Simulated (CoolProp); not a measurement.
The numbers come from the reference Helmholtz-energy equation of state, Lemmon 2006 in CoolProp. It is a short technical equation, of lower accuracy than the large ones.

**Question.** For isopentane, give the phase and the cp (kJ/(kg K)), cv (kJ/(kg K)), speed of sound (m/s), isothermal compressibility (1/MPa) at 219 K and 0.101 MPa; 238.1 K and 0.101 MPa.

**Answer.** 
- 219 K and 0.101 MPa: liquid; cp 1.92, cv 1.41, speed of sound 1360, isothermal compressibility 0.00107
- 238.1 K and 0.101 MPa: liquid; cp 1.99, cv 1.47, speed of sound 1260, isothermal compressibility 0.00127
